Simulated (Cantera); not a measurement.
Input: 1 mol Si2H6, 4.9 mol O2, 75 mol H2, 0.029 mol N2, at 2.25 Torr.

Method: chemical equilibrium by Gibbs-energy minimisation in Cantera with the NASA 1993 tables (ideal gas, pure condensed phases). Candidate condensed phases: H2O, Si, SiO2, Si2N2O, Si3N4; 35 gas species. The feed counts by its element totals alone. The tables hold silica as quartz up to 1696 K and as liquid above; real silica turns to tridymite and cristobalite and melts near 1996 K. Equilibrium is a limit: real reactors are often held back by kinetics, nucleation or transport.

x: gas mole fraction; n: condensed amount in mol.

| T (K) | x H2 | x H2O | x H | x SiO | x N2 | x OH | x SiO2 | n SiO2(β-quartz) | n SiO2(condensed) |
|---|---|---|---|---|---|---|---|---|---|
| 873 | 0.925 | 0.0743 | 8.22e-10 | <1e-12 | 0.000372 | <1e-12 | <1e-12 | 2.00 | 0 |
| 948 | 0.925 | 0.0743 | 9.21e-9 | <1e-12 | 0.000372 | 1.07e-12 | <1e-12 | 2.00 | 0 |
| 1023 | 0.925 | 0.0743 | 7.27e-8 | <1e-12 | 0.000372 | 1.54e-11 | <1e-12 | 2.00 | 0 |
| 1098 | 0.925 | 0.0743 | 4.34e-7 | <1e-12 | 0.000372 | 1.54e-10 | <1e-12 | 2.00 | 0 |
| 1173 | 0.925 | 0.0743 | 2.07e-6 | 3.65e-11 | 0.000372 | 1.15e-9 | <1e-12 | 2.00 | 0 |
| 1248 | 0.925 | 0.0743 | 8.20e-6 | 1.06e-9 | 0.000372 | 6.73e-9 | <1e-12 | 2.00 | 0 |
| 1323 | 0.925 | 0.0743 | ___ | ___ | 0.000372 | ___ | 1.23e-12 | 2.00 | 0 |
| 1398 | 0.925 | 0.0743 | 8.31e-5 | 2.98e-7 | 0.000372 | 1.32e-7 | 2.23e-11 | 2.00 | 0 |
| 1473 | 0.925 | 0.0743 | 0.000222 | 3.21e-6 | 0.000372 | 4.64e-7 | 2.98e-10 | 2.00 | 0 |
| 1548 | 0.925 | 0.0743 | ___ | ___ | 0.000372 | ___ | 3.10e-9 | 2.00 | 0 |
| 1623 | 0.924 | 0.0745 | 0.00121 | 0.000188 | 0.000371 | 4.09e-6 | 2.58e-8 | 1.99 | 0 |
| 1698 | 0.921 | 0.0752 | 0.00253 | 0.00108 | 0.000371 | 1.06e-5 | 1.77e-7 | 0 | 1.92 |

Problem. Complete the blanks.

Solution. 
- 1323, x H: 2.79e-5
- 1323, x SiO: 2.10e-8
- 1323, x OH: 3.24e-8
- 1548, x H: 0.000541
- 1548, x SiO: 2.73e-5
- 1548, x OH: 1.45e-6
